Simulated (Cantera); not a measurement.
Pyrogenic steam for wet oxidation

An isothermal, constant-pressure homogeneous reactor starts with H₂ : O₂ : N₂ = 0.3 : 1 : 15 (molar parts), equivalence ratio 0.15, at 1375 K and 750 Torr.

Cantera simulation using GRI-Mech 3.0 (53 species, 325 reactions); the numbers are that mechanism's predictions, not measurements.

```csv
t (s),x H₂,x O₂,x O,x OH,x N₂O,x H₂O₂
4.00e-6,0.0184,0.0613,1.68e-9,1.44e-9,<1e-12,4.61e-12
1.02e-5,0.0184,0.0613,1.00e-8,7.85e-9,<1e-12,2.84e-11
2.61e-5,0.0184,0.0613,1.51e-7,1.15e-7,<1e-12,1.88e-10
6.66e-5,0.0181,0.0612,7.06e-5,5.45e-5,4.12e-10,3.20e-8
0.000170,0.000799,0.0512,0.00370,0.00120,1.96e-7,7.49e-7
0.000434,0.000174,0.0522,0.000785,0.000531,3.88e-7,4.01e-7
0.00111,2.66e-5,0.0525,0.000118,0.000204,4.96e-7,1.30e-7
0.00283,4.31e-6,0.0526,2.05e-5,8.62e-5,5.44e-7,3.58e-8
0.00722,9.11e-7,0.0526,4.80e-6,4.19e-5,5.58e-7,1.05e-8
0.0184,2.52e-7,0.0526,1.43e-6,2.29e-5,5.42e-7,3.48e-9
0.0471,8.61e-8,0.0526,5.09e-7,1.36e-5,4.75e-7,1.31e-9
0.120,3.85e-8,0.0526,2.30e-7,9.15e-6,3.26e-7,6.16e-10
0.307,2.66e-8,0.0526,1.57e-7,7.55e-6,1.29e-7,4.29e-10
0.783,2.50e-8,0.0526,1.47e-7,7.31e-6,3.06e-8,4.04e-10
2.00,2.49e-8,0.0526,1.47e-7,7.30e-6,2.39e-8,4.03e-10
```
x: mole fraction; the columns are a selection and need not sum to one.

Equilibrium at this temperature and pressure: H₂ 2.50e-8, O₂ 0.0525, O 1.47e-7, OH 7.30e-6, N₂O 2.38e-8, H₂O₂ 4.02e-10 (gas phase only).
